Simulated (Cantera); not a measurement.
Charge: 1 mol Ti(OiPr)4, 0.081 mol C3H8, 4.3 mol O2, held at 1352 °C and 13.3 mbar.

Equilibrium computed with Cantera from the NASA thermochemical tables; the gas is ideal and each condensed phase is pure. Candidate condensed phases: C, C6H6, C7H8, C8H18, H2O, Ti, TiC, TiO, TiO2, Ti2O3, Ti3O5, Ti4O7; 113 gas species. The feed counts by its element totals alone. Mutual solubility and eutectic melting of coexisting phases are not modelled. TiC: taken at fixed stoichiometry. Kinetics and transport are ignored.

**Question.** What is the equilibrium state?

**Answer.** 
```
Quantity                                   Result
--------------------------------------  ---------
x(H2)                                       0.548
x(CO)                                       0.451
x(H)                                     0.000452
x(H2O)                                    6.12e-5
x(CO2)                                    1.62e-5
n(TiC(s))                               0.458 mol
n(Ti2O3(s))                             0.271 mol
gas amount                              26.11 mol
log10 activity of Ti3O5(s) (absent)         -0.40
log10 activity of Ti4O7(s) (absent)         -1.21
log10 activity of C(graphite) (absent)      -1.39
```
